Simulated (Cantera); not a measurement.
Charge: 1 mol Al, 1.9 mol CO2, 4.4 mol N2, 0.0036 mol O2, equilibrated at 46.0 mbar.

Method: chemical equilibrium by Gibbs-energy minimisation in Cantera with the NASA 1993 tables (ideal gas, pure condensed phases). Candidate condensed phases: Al, AlN, Al2O3, C; 32 gas species. Rates play no part.

Question: At 1623 K, list the 3 most abundant gas species with their mole fractions, and the condensed phases.

Answer: N2 0.698, CO 0.237, CO2 0.0646. Condensed: Al2O3(s).
